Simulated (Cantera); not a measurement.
Ignition delay

Mixture: CH4 : H2 : O2 : N2 = 1 : 1.2 : 4.73 : 17.8 (molar parts), at 10.0 bar, adiabatic and at constant pressure. Ignition delay is the time to a rise of 400 K.

Cantera simulation using GRI-Mech 3.0 (53 species, 325 reactions); the numbers are that mechanism's predictions, not measurements. Below about 1000 K GRI-Mech 3.0 lacks low-temperature oxidation paths.

| T0 (K) | delay (ms) |
|---|---|
| 973 | 31.9 |
| 1048 | 5.18 |
| 1123 | 0.945 |
| 1198 | 0.221 |
| 1273 | 0.0806 |
| 1348 | 0.0396 |
| 1423 | 0.0225 |
| 1498 | 0.0140 |

```
Item                                                     Value
--------------------------------------------------  ----------
apparent activation energy between 1348 and 1498 K  120 kJ/mol
```
